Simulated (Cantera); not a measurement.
Input (Python, Cantera) and output of one run.

```python
import numpy as np
import cantera as ct

gas_names = """
    CL CL2 H HCL H2 Si SiCL SiCL2 SiCL3 SiCL4 SiH SiHCL3 SiH2 SiH2CL2 SiH3 SiH3CL SiH4 Si2 Si3
""".split()
cond_names = """
    Si(cr) Si(L)
""".split()


# ... load() reads the species with a 1 bar reference pressure and builds the phases ...
atoms = {
    'SiHCl3': {'Si': 1, 'H': 1, 'CL': 3},
    'H2': {'H': 2},
}
top_T = {}  # K; cautious upper limits of use, not melting points


# ... equilibrate(T, P, feed) seeds the gas with the atoms and calls Mixture.equilibrate('TP', solver="vcs", rtol=1e-11, max_steps=5000) ...
results = []
feed = {'SiHCl3': 1, 'H2': 75}  # mol
T = 1350  # K
P = 1333.22  # Pa
mix = equilibrate(T, P, feed)
results.append((T, P, feed, dict(zip(mix.species_names, mix.species_moles))))
print(gas.report(threshold=1e-05))
for i in range(1, mix.n_phases):
    print(f"{mix.phase(i).name:16s} {mix.phase_moles(i):12.5e} mol")
```

Output:

```
       temperature   1350 K
          pressure   1333.2 Pa
           density   0.00040952 kg/m^3
  mean mol. weight   3.4478 kg/kmol
   phase of matter   gas

                          1 kg             1 kmol
                     ---------------   ---------------
          enthalpy        8.1461e+06        2.8086e+07  J
   internal energy        4.8906e+06        1.6862e+07  J
           entropy             62434        2.1526e+05  J/K
    Gibbs function        -7.614e+07       -2.6252e+08  J
 heat capacity c_p              9247             31882  J/K
 heat capacity c_v            6835.5             23568  J/K

                      mass frac. Y      mole frac. X     chem. pot. / RT
                     ---------------   ---------------   ---------------
                 H        5.9258e-06        2.0269e-05           -11.328
               HCL           0.34311          0.032447           -41.062
                H2           0.56387           0.96434           -22.655
             SiCL2          0.088131         0.0030698           -63.798
             SiCL3         0.0033403        8.5667e-05           -93.533
             SiCL4        0.00058759        1.1925e-05           -123.27
            SiHCL3        0.00079731        2.0296e-05           -104.86
     [  +12 minor]        0.00016524        6.3387e-06

Si(cr)            7.54124e-01 mol
```

Equilibrium computed with Cantera from the NASA thermochemical tables; the gas is ideal and each condensed phase is pure. The tables' values for SiCl3 are old estimates; treat these amounts as uncertain.
